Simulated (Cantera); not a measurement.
What does this Cantera script print?

```python
import numpy as np
import cantera as ct

gas_names = [...]  # 87 gases of nasa_gas.yaml made of C, H, Si
cond_names = """
    C(gr) C6H6(L) C7H8(L) C8H18(L),n-octa Si(cr) Si(L) SiC(b)
""".split()


# ... load() reads the species with a 1 bar reference pressure and builds the phases ...
atoms = {
    'SiH4': {'Si': 1, 'H': 4},
    'C2H2': {'C': 2, 'H': 2},
    'H2': {'H': 2},
}
top_T = {'C(gr)': 4500, 'SiC(b)': 3050}  # K; cautious upper limits of use, not melting points


# ... equilibrate(T, P, feed) seeds the gas with the atoms and calls Mixture.equilibrate('TP', solver="vcs", rtol=1e-11, max_steps=5000) ...
results = []
feed = {'SiH4': 1, 'C2H2': 0.26, 'H2': 1400}  # mol
T = 1698.15  # K
P = 33000  # Pa
mix = equilibrate(T, P, feed)
results.append((T, P, feed, dict(zip(mix.species_names, mix.species_moles))))
x = sorted(zip(gas.X, gas.species_names), reverse=True)
print(f"T = {T:g} K  P = {P:g} Pa  gas = {mix.phase_moles(0):.4g} mol")
print("   x: " + "  ".join(f"{s} {v:.3e}" for v, s in x if v > 0.001))
print("   condensed (mol): " + ("  ".join(f"{mix.phase(i).name} {mix.phase_moles(i):.4g}"
      for i in range(1, mix.n_phases) if mix.phase_moles(i) > 1e-12) or "none"))
```

Output:

```
T = 1698.15 K  P = 33000 Pa  gas = 1402 mol
   x: H2 9.997e-01
   condensed (mol): Si(L) 0.462  SiC(b) 0.5124
```

Method: chemical equilibrium by Gibbs-energy minimisation in Cantera with the NASA 1993 tables (ideal gas, pure condensed phases). Mutual solubility and eutectic melting of coexisting phases are not modelled. Gases not in the tables: Si2H6 and higher silanes.
